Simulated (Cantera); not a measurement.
## Diamond growth

A diamond (100) surface in a fixed gas of H2 with x(CH4) = 0.0084, x(H) = 0.0087, x(CH3) = 0.0008, at 1125 K; coverages are run to steady state.

Model: the Harris–Goodwin 1993 mechanism for the reconstructed diamond (100) surface, integrated in Cantera.

```json
[
 {"P (Pa)": "460", "growth (µm/h)": "0.754", "θ c6HH": "0.488", "θ c6H*": "0.0301", "θ c6*H": "0.451", "θ c6**": "0.0203", "θ c6HM": "0.00619"},
 {"P (Pa)": "840", "growth (µm/h)": "1.99", "θ c6HH": "0.486", "θ c6H*": "0.0300", "θ c6*H": "0.449", "θ c6**": "0.0202", "θ c6HM": "0.00961"},
 {"P (Pa)": "1500", "growth (µm/h)": "4.83", "θ c6HH": "0.483", "θ c6H*": "0.0298", "θ c6*H": "0.446", "θ c6**": "0.0200", "θ c6HM": "0.0136"},
 {"P (Pa)": "2800", "growth (µm/h)": "11.7", "θ c6HH": "0.480", "θ c6H*": "0.0296", "θ c6*H": "0.442", "θ c6**": "0.0199", "θ c6HM": "0.0181"},
 {"P (Pa)": "5100", "growth (µm/h)": "25.3", "θ c6HH": "0.477", "θ c6H*": "0.0295", "θ c6*H": "0.440", "θ c6**": "0.0198", "θ c6HM": "0.0218"},
 {"P (Pa)": "9200", "growth (µm/h)": "51.0", "θ c6HH": "0.475", "θ c6H*": "0.0294", "θ c6*H": "0.438", "θ c6**": "0.0197", "θ c6HM": "0.0246"},
 {"P (Pa)": "17000", "growth (µm/h)": "101", "θ c6HH": "0.473", "θ c6H*": "0.0294", "θ c6*H": "0.436", "θ c6**": "0.0197", "θ c6HM": "0.0265"},
 {"P (Pa)": "31000", "growth (µm/h)": "192", "θ c6HH": "0.473", "θ c6H*": "0.0296", "θ c6*H": "0.435", "θ c6**": "0.0197", "θ c6HM": "0.0277"}
]
```
θ: site fractions in the mechanism's names (c6HH fully hydrogenated, c6H* and c6*H radical sites, c6** diradical, c6HM methylated).
